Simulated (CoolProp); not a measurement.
Nitrogen at 298.15 K and 4.09 MPa is compressed adiabatically to 32.2 MPa with isentropic efficiency 0.75. Each further row changes one setting.

The numbers come from the reference Helmholtz-energy equation of state, Span 2000 in CoolProp.

```tsv
case	work (kJ/kg)	final temperature (K)	final density (kg/m³)
as stated	355	619.2	152
efficiency 1	267	542.0	172
efficiency 0.65	410	666.7	141
```
